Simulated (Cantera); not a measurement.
Input (Python, Cantera) and output of one run.

```python
import numpy as np
import cantera as ct

gas_names = [...]  # 93 gases of nasa_gas.yaml made of C, H, N, Ti
cond_names = """
    C(gr) C6H6(L) C7H8(L) C8H18(L),n-octa Ti(a) Ti(b) Ti(L) TiC(s) TiC(L) TiN(s) TiN(L)
""".split()


# ... load() reads the species with a 1 bar reference pressure and builds the phases ...
atoms = {
    'Ti(NMe2)4': {'Ti': 1, 'C': 8, 'H': 24, 'N': 4},
    'CH4': {'C': 1, 'H': 4},
}
top_T = {'C(gr)': 4500}  # K; cautious upper limits of use, not melting points


# ... equilibrate(T, P, feed) seeds the gas with the atoms and calls Mixture.equilibrate('TP', solver="vcs", rtol=1e-11, max_steps=5000) ...
results = []
feed = {'Ti(NMe2)4': 1, 'CH4': 0.13}  # mol
T = 1575  # K
P = 133.322  # Pa
mix = equilibrate(T, P, feed)
results.append((T, P, feed, dict(zip(mix.species_names, mix.species_moles))))
x = sorted(zip(gas.X, gas.species_names), reverse=True)
print(f"T = {T:g} K  P = {P:g} Pa  gas = {mix.phase_moles(0):.4g} mol")
print("   x: " + "  ".join(f"{s} {v:.3e}" for v, s in x if v > 0.001))
print("   condensed (mol): " + ("  ".join(f"{mix.phase(i).name} {mix.phase_moles(i):.4g}"
      for i in range(1, mix.n_phases) if mix.phase_moles(i) > 1e-12) or "none"))
```

Output:

```
T = 1575 K  P = 133.322 Pa  gas = 14.27 mol
   x: H2 8.584e-01  N2 1.399e-01  H 1.055e-03
   condensed (mol): C(gr) 7.121  TiC(s) 1
```

Method: chemical equilibrium by Gibbs-energy minimisation in Cantera with the NASA 1993 tables (ideal gas, pure condensed phases). The feed counts by its element totals alone. TiC: taken at fixed stoichiometry.
